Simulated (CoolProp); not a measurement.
Saturation properties of C3F8 (R218) (Tc = 345.0 K, pc = 2.640 MPa, ω = 0.317).

Model: reference Helmholtz-energy equation of state, Lemmon 2006, in CoolProp. It is a short technical equation, of lower accuracy than the large ones.

```csv
T (K),p (MPa),vapour density (kg/m³),enthalpy of vaporisation (kJ/kg),liquid cp (kJ/(kg K)),surface tension (mN/m)
170.5,0.001225,0.1629,126.5,0.8499,18.8
173.2,0.001591,0.2084,125.7,0.8543,18.4
175.9,0.002047,0.2641,124.9,0.8588,18.1
178.6,0.002610,0.3319,124.0,0.8633,17.7
181.3,0.003299,0.4135,123.2,0.8679,17.4
184,0.004135,0.5112,122.4,0.8725,17.0
186.7,0.005143,0.6273,121.5,0.8772,16.7
189.4,0.006350,0.7643,120.7,___,16.3
192.1,0.007785,0.9250,119.9,0.8868,16.0
194.8,0.009479,1.112,119.0,___,15.6
197.5,0.01147,1.329,118.2,0.8966,15.3
200.2,0.01379,1.579,117.3,0.9016,14.9
202.9,___,1.866,___,0.9066,___
205.7,0.01972,2.207,115.6,___,14.2
208.4,0.02331,2.581,114.7,0.9171,13.9
```

Q: Fill in the missing entries.

A: 
- 189.4, liquid cp (kJ/(kg K)): 0.8820
- 194.8, liquid cp (kJ/(kg K)): 0.8917
- 202.9, p (MPa): 0.01649
- 202.9, enthalpy of vaporisation (kJ/kg): 116.5
- 202.9, surface tension (mN/m): 14.6
- 205.7, liquid cp (kJ/(kg K)): 0.9119

It boils at 236.4 K under 1 atm.

Surface tension comes from a separate correlation (Mulero 2012).
